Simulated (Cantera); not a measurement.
Charge: 1 mol Pb, 0.07 mol CO, 70 mol N2, at 0.133 bar.

Method: chemical equilibrium by Gibbs-energy minimisation in Cantera with the NASA 1993 tables (ideal gas, pure condensed phases). Candidate condensed phases: C, Pb, PbO, PbO2, Pb3O4; 27 gas species. Equilibrium is a limit: real reactors are often held back by kinetics, nucleation or transport.

**Question.** At 527 °C, list the 3 most abundant gas species with their mole fractions, and the condensed phases.

**Answer.** N2 0.999, CO 0.000974, CO2 1.25e-5. Condensed: C(graphite) + Pb(l).
